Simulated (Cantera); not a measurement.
Charge: 1 mol CCl4, 3.5 mol H2, at 37.0 Pa.

These are equilibrium values from Cantera (NASA tables, ideal gas, pure condensed phases), not measurements of a reactor. Candidate condensed phases: C, C6H6, C7H8, C8H18; 91 gas species. Equilibrium is a limit: real reactors are often held back by kinetics, nucleation or transport.

Q: What share of the C ends up in condensed phases as a function of T (°C), at 1277, 1477, 1677, 1877, 2077, 2277, 2477, 2677, 2877, 3077?

A: 
```csv
T (°C),C condensed (%),as
1277,100.0,C(graphite)
1477,100.0,C(graphite)
1677,99.8,C(graphite)
1877,99.3,C(graphite)
2077,97.9,C(graphite)
2277,87.3,C(graphite)
2477,0.0,-
2677,0.0,-
2877,0.0,-
3077,0.0,-
```
